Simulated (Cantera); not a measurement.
Feed: 1 mol Cu2O, 0.71 mol CH4, 2.3 mol H2, 1.4 mol CO.

Method: chemical equilibrium by Gibbs-energy minimisation in Cantera with the NASA 1993 tables (ideal gas, pure condensed phases). Candidate condensed phases: C, C6H6, C7H8, C8H18, Cu, CuO, Cu(OH)2, Cu2O, H2O; 113 gas species. Rates play no part.

Stable condensed phases, one row left out:

```
T in K \ P in Pa
              10      52     270    1400    7200   37000  190000 1000000
   2123        A       A       A       A       B       B       B       B
   2073        A       A       A       A       B       B       B       B
   2023        A       A       A       A       B       B       B       B
   1973        A       A       A       B       B       B       B       B
   1923        A       A       A       B       B       B       B       B
   1873        A       A       A       B       B       B       B       B
   1823        A       A       A       B       B       B       B       B
   1773        A       A       B       B       B       B       B       B
   1673        A       B       B       B       B       B       B       B
   1623        A       B       B       B       B       B       B       B
   1573        A       B       B       B       B       B       B       B
   1523        B       B       B       B       B       B       B       B
```

A: gas only; B: Cu.

Task: Give the row for 1723 K.

Result: 10: gas only; 52: gas only; 270: Cu; 1400: Cu; 7200: Cu; 37000: Cu; 190000: Cu; 1000000: Cu.
